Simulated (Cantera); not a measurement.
An adiabatic, constant-volume homogeneous reactor starts with CO : H₂ : O₂ : N₂ : CO₂ = 1 : 0.06 : 0.294 : 1.11 : 0.46 (molar parts), equivalence ratio 1.8, at 1448 K and 1000000 Pa. Integrator tolerance rtol = 1e-08.

Detailed kinetics in Cantera: GRI-Mech 3.0 (53 species, 325 reactions). The hydrogen kinetics of GRI-Mech 3.0 are dated; newer H2 mechanisms differ, most at raised pressure.

Task: What does this change do: H2 0.06 to 0.12 parts?

Result: 
| quantity | before | after |
|---|---|---|
| time of steepest temperature rise | 6.33 µs | 4.71 µs |
| temperature at 6.00 s | 2869 K | 2860 K |
| equilibrium temperature | 2869 K | 2860 K |
| x(CO) at 6.00 s | 0.198 (gas-phase equilibrium 0.198) | 0.210 (gas-phase equilibrium 0.210) |
| x(H₂) at 6.00 s | 0.00149 (gas-phase equilibrium 0.00149) | 0.00341 (gas-phase equilibrium 0.00341) |
| x(O₂) at 6.00 s | 0.00708 (gas-phase equilibrium 0.00708) | 0.00514 (gas-phase equilibrium 0.00514) |
| x(H₂O₂) at 6.00 s | 9.45e-8 (gas-phase equilibrium 9.45e-8) | 1.59e-7 (gas-phase equilibrium 1.59e-7) |
| x(H₂O) at 6.00 s | 0.0188 (gas-phase equilibrium 0.0188) | 0.0377 (gas-phase equilibrium 0.0377) |
